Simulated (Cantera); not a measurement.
## Transport properties of process gases

Gas mixture: 100 % O2, at 760 Torr, frozen composition.

Cantera's kinetic-theory transport with the Lennard-Jones parameters of GRI-Mech 3.0, ideal gas; thermal conductivity in the multicomponent form.

| T (K) | ρ (kg/m³) | cp (J/kg/K) | μ (µPa s) | λ (mW/m/K) | Pr | D (cm²/s) CH4 | D (cm²/s) CO2 | D (cm²/s) H |
|---|---|---|---|---|---|---|---|---|
| 400 | 0.975 | 941.4 | 25.6 | 33.9 | 0.712 | 0.377 | 0.264 | 2.12 |
| 550 | 0.709 | 987.2 | 32.1 | 44.6 | 0.711 | 0.655 | 0.464 | 3.69 |
| 700 | 0.557 | 1031 | 37.8 | 54.9 | 0.710 | 0.988 | 0.706 | 5.58 |
| 850 | 0.459 | 1065 | 43.0 | 64.6 | 0.709 | 1.37 | 0.984 | 7.74 |
| 1000 | 0.390 | 1090 | 47.9 | 73.7 | 0.709 | 1.80 | 1.30 | 10.2 |
| 1150 | 0.339 | 1109 | 52.5 | 82.1 | 0.709 | 2.28 | 1.64 | 12.8 |
D: mixture-averaged diffusion coefficient of that species in the mixture.
